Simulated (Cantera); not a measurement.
A Cantera script and what it prints.

```python
import numpy as np
import cantera as ct

gas_names = """
    B BH BH2 BH3 BN BO BO2 B2 B2O B2O2 B2O3 B3O3H3 H HBO HBO2 HNO HNO2 HNO3 HO2 H2 H2O H2O2 H3B3O6 N NH
    NH2 NH3 NH2OH NO NO2 NO3 N2 N2H2 N2H4 N2O O OH O2 O3
""".split()
cond_names = """
    B(b) B(L) BN(s) B2O3(L) B3O3H3(cr) H2O(s) H2O(L)
""".split()


# ... load() reads the species with a 1 bar reference pressure and builds the phases ...
atoms = {
    'B2O3': {'B': 2, 'O': 3},
    'NH3': {'N': 1, 'H': 3},
}
top_T = {'BN(s)': 3200}  # K; cautious upper limits of use, not melting points


# ... equilibrate(T, P, feed) seeds the gas with the atoms and calls Mixture.equilibrate('TP', solver="vcs", rtol=1e-11, max_steps=5000) ...
results = []
P = 100000  # Pa
for T in [1898, 1948, 1998, 2048, 2098, 2148, 2198, 2248, 2298]:
    for m in [1.3, 1.9, 2.8, 4.2, 6.2, 9.1, 13, 20, 29]:
        feed = {'B2O3': 1, 'NH3': m}  # mol
        mix = equilibrate(T, P, feed)
        results.append((T, P, feed, dict(zip(mix.species_names, mix.species_moles))))

for T, P, feed, n in results:
    print(f"{T:7g} {feed['NH3']:10.4g}  " + (" + ".join(c for c in cond_names if n.get(c, 0) > 1e-12) or "gas only"))
```

Output:

```
   1898        1.3  BN(s) + B2O3(L)
   1898        1.9  BN(s) + B2O3(L)
   1898        2.8  BN(s) + B2O3(L)
   1898        4.2  BN(s) + B2O3(L)
   1898        6.2  BN(s) + B2O3(L)
   1898        9.1  BN(s) + B2O3(L)
   1898         13  BN(s) + B2O3(L)
   1898         20  BN(s)
   1898         29  gas only
   1948        1.3  B2O3(L)
   1948        1.9  B2O3(L)
   1948        2.8  B2O3(L)
   1948        4.2  B2O3(L)
   1948        6.2  B2O3(L)
   1948        9.1  gas only
   1948         13  gas only
   1948         20  gas only
   1948         29  gas only
   1998        1.3  B2O3(L)
   1998        1.9  B2O3(L)
   1998        2.8  B2O3(L)
   1998        4.2  B2O3(L)
   1998        6.2  gas only
   1998        9.1  gas only
   1998         13  gas only
   1998         20  gas only
   1998         29  gas only
   2048        1.3  B2O3(L)
   2048        1.9  B2O3(L)
   2048        2.8  B2O3(L)
   2048        4.2  gas only
   2048        6.2  gas only
   2048        9.1  gas only
   2048         13  gas only
   2048         20  gas only
   2048         29  gas only
   2098        1.3  B2O3(L)
   2098        1.9  B2O3(L)
   2098        2.8  gas only
   2098        4.2  gas only
   2098        6.2  gas only
   2098        9.1  gas only
   2098         13  gas only
   2098         20  gas only
   2098         29  gas only
   2148        1.3  gas only
   2148        1.9  gas only
   2148        2.8  gas only
   2148        4.2  gas only
   2148        6.2  gas only
   2148        9.1  gas only
   2148         13  gas only
   2148         20  gas only
   2148         29  gas only
   2198        1.3  gas only
   2198        1.9  gas only
   2198        2.8  gas only
   2198        4.2  gas only
   2198        6.2  gas only
   2198        9.1  gas only
   2198         13  gas only
   2198         20  gas only
   2198         29  gas only
   2248        1.3  gas only
   2248        1.9  gas only
   2248        2.8  gas only
   2248        4.2  gas only
   2248        6.2  gas only
   2248        9.1  gas only
   2248         13  gas only
   2248         20  gas only
   2248         29  gas only
   2298        1.3  gas only
   2298        1.9  gas only
   2298        2.8  gas only
   2298        4.2  gas only
   2298        6.2  gas only
   2298        9.1  gas only
   2298         13  gas only
   2298         20  gas only
   2298         29  gas only
```

Equilibrium computed with Cantera from the NASA thermochemical tables; the gas is ideal and each condensed phase is pure. Mutual solubility and eutectic melting of coexisting phases are not modelled.
